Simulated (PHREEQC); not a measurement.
# Leach liquor: speciation

Consider water at 20 °C with 0.0031 mol/kgw HCl and 0.00088 mol/kgw MnSO4. Closed to the air; pH follows from the charge balance.

Computed with PHREEQC (ion-association model, wateq4f.dat).

Precipitation was switched off in this run.

Q: Estimate the pH, ionic strength.

A: pH 2.56; ionic strength 0.00615 mol/kgw.

Q: In which forms is S present?

A: SO4-2 79 %, HSO4- 15 %, MnSO4 5.6 % of the S.
